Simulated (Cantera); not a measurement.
A closed system holds: 1 mol SiC, 0.87 mol C, 0.73 mol H2, equilibrated at 1827 °C and 13.3 mbar.

Method: chemical equilibrium by Gibbs-energy minimisation in Cantera with the NASA 1993 tables (ideal gas, pure condensed phases). Candidate condensed phases: C, C6H6, C7H8, C8H18, Si, SiC; 87 gas species. Gases not in the tables: Si2H6 and higher silanes. Rates play no part.

Base state: H2 0.971, H 0.0266, C2H2 (acetylene) 0.00140, Si 0.000780, SiC2 5.03e-5, SiH 4.82e-5, Si2C 3.19e-5, SiH2 1.38e-5 (mole fractions); condensed: C(graphite) + SiC(s).

Problem. What changes in the equilibrium state with this change: SiC replaced by MgO?

Solution. 
| species | before | after |
|---|---|---|
| Mg | 0 | 0.352 |
| CO | 0 | 0.347 |
| H2 | 0.971 | 0.281 |
| H | 0.0266 | 0.0143 |
| Si | 0.000780 | 0 |
| H2O | 0 | 0.00354 |
| C2H2 (acetylene) | 0.00140 | <1e-9 |
| CO2 | 0 | 0.000886 |
| C(graphite), mol | 0.869 | 0 |
| SiC(s), mol | 0.999 | 0 |
| MgO(s), mol | 0 | 0.118 |
The tables' values for MgH are old estimates; treat these amounts as uncertain. Further candidate phases: H2O, Mg, MgCO3, MgO, Mg(OH)2.
